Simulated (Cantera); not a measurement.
Silicon nitride deposition: Si2Cl6 + NH3

A closed system holds: 1 mol Si2Cl6, a varied amount of NH3, held at 1398 K and 10.0 mbar.

Cantera equilibrium calculation (NASA polynomials, part measured and part estimated; ideal gas, pure solids and liquids). Candidate condensed phases: NH4Cl, Si, Si3N4; 28 gas species. The feed counts by its element totals alone. The tables' values for SiCl3 are old estimates; treat these amounts as uncertain. Equilibrium is a limit: real reactors are often held back by kinetics, nucleation or transport.

From 3.7 mol NH3 to 32 mol NH3 the condensed part is Si3N4(s). The main Si-bearing gas is SiCl2 throughout. The share of Si in condensed phases is highest at 32 mol NH3 (97.8 %) and lowest at 3.7 mol NH3 (63.2 %).

| n(NH3) (mol) | x H2 | x HCl | x N2 | x SiCl2 | x SiCl4 | x SiCl3 | n Si3N4(s) |
|---|---|---|---|---|---|---|---|
| 3.7 | 0.383 | 0.429 | 0.109 | 0.0416 | 0.0217 | 0.0146 | 0.422 |
| 7.8 | 0.521 | 0.303 | 0.159 | 0.0119 | 0.00229 | 0.00253 | 0.568 |
| 12 | 0.589 | 0.219 | 0.185 | 0.00494 | 0.000437 | 0.000711 | 0.614 |
| 16 | 0.626 | 0.171 | 0.200 | 0.00269 | 0.000137 | 0.000294 | 0.631 |
| 20 | 0.649 | 0.140 | 0.209 | 0.00168 | 5.51e-5 | 0.000147 | 0.640 |
| 24 | 0.665 | 0.118 | 0.215 | 0.00115 | 2.62e-5 | 8.39e-5 | 0.646 |
| 28 | 0.677 | 0.102 | 0.220 | 0.000833 | 1.40e-5 | 5.22e-5 | 0.649 |
| 32 | 0.686 | 0.0899 | 0.224 | 0.000631 | 8.10e-6 | 3.46e-5 | 0.652 |
x: gas mole fraction; n: condensed amount in mol.
